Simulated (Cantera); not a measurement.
Charge: 1 mol SiCl4, 890 mol H2, at 750 Torr.

These are equilibrium values from Cantera (NASA tables, ideal gas, pure condensed phases), not measurements of a reactor. Candidate condensed phases: Si; 19 gas species. Gases not in the tables: Si2H6 and higher silanes. Equilibrium is a limit: real reactors are often held back by kinetics, nucleation or transport.

Q: Which condensed phases are stable at each of these points (T (K)): 1273, 1373, 1473, 1573, 1673, 1773, 1873?

A: 
| T (K) | condensed phases | Si condensed (%) |
|---|---|---|
| 1273 | Si(s) | 92.6 |
| 1373 | Si(s) | 93.9 |
| 1473 | Si(s) | 93.9 |
| 1573 | Si(s) | 93.5 |
| 1673 | Si(s) | 92.5 |
| 1773 | Si(l) | 91.6 |
| 1873 | Si(l) | 88.9 |

From 1273 K to 1673 K the condensed part is Si(s). From 1773 K to 1873 K the condensed part is Si(l).
